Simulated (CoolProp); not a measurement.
Properties of R1123 at several states.

Model: reference Helmholtz-energy equation of state, Akasaka 2020, in CoolProp.

```tsv
T (°C)	p (MPa)	phase	Z	cv (kJ/(kg K))
106.35	0.0417	gas	0.9980	0.8678
106.15	2.62	gas	0.8652	0.8950
33.55	20	liquid	0.5805	0.8693
-19.55	0.229	gas	0.9552	0.6746
```
